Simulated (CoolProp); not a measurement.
Vapour-liquid equilibrium of R125 (1) + isobutane (2) at 0.179 MPa; x and y are mole fractions of (1).

Computed with CoolProp (multi-fluid Helmholtz-energy mixture model, Lemmon 2005 and Bücker 2006; pair parameters Bell 2016).

**Question.** Give the bubble temperature and the first vapour's composition at x = 0.2, 0.35, 0.95. Is there an azeotrope?

**Answer.** x = 0.2: 245.3 K, y = 0.746; x = 0.35: 240.0 K, y = 0.817; x = 0.95: 237.1 K, y = 0.943. y crosses x between x = 0.8 and 0.95: the model has an azeotrope there.

The pair parameters rest on a limited set of measurements; away from them the model extrapolates. With so large a gap from Raoult's law the liquid may split in two, which this calculation doesn't test in full.
